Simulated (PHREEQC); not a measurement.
0.33 g of hydrous ferric oxide (600 m²/g; 0.2 weak and 0.005 strong sites per Fe, Dzombak-Morel constants, diffuse double layer) in 1 kg of water with 0.005 mol/kgw of an inert sodium salt and 0.00027 mol ZnSO4, at 25 °C; the pH is set by adding NaOH or the inert anion's acid. Oxygen alone is held at its pressure in air (log pO2 = -0.68). CO2 from the air is kept out. Nothing may precipitate in this run.

The numbers come from PHREEQC with the ion-association model, wateq4f.dat.

```csv
pH,S sorbed (%),Zn sorbed (%),surface charge σ (C/m²),surface potential ψ (mV)
4,98.0,0.1,0.066,138
4.5,94.3,0.5,0.048,122
5,85.4,?,0.036,107
5.5,70.6,7.0,0.027,94
6,52.5,14.9,0.021,?
6.5,37.1,?,0.017,73
7,26.9,68.5,0.016,68
7.5,16.2,87.3,0.014,63
8,5.5,96.1,0.010,?
8.5,0.9,?,0.005,28
9,?,99.3,0.000,2
9.5,0.0,99.3,-0.005,-26
10,0.0,99.2,-0.011,?
10.5,0.0,99.0,-0.020,-79
11,0.0,98.2,-0.035,-102
11.5,0.0,94.8,-0.061,-123
12,0.0,78.3,-0.119,-141
```

Q: Fill in the missing entries.

A: 
- 5, Zn sorbed (%): 3.0
- 6, surface potential ψ (mV): 82
- 6.5, Zn sorbed (%): 39.0
- 8, surface potential ψ (mV): 50
- 8.5, Zn sorbed (%): 98.9
- 9, S sorbed (%): 0.1
- 10, surface potential ψ (mV): -53

Along this series the solution becomes supersaturated in solids that the run did not let form, among them Zn(OH)2-e.
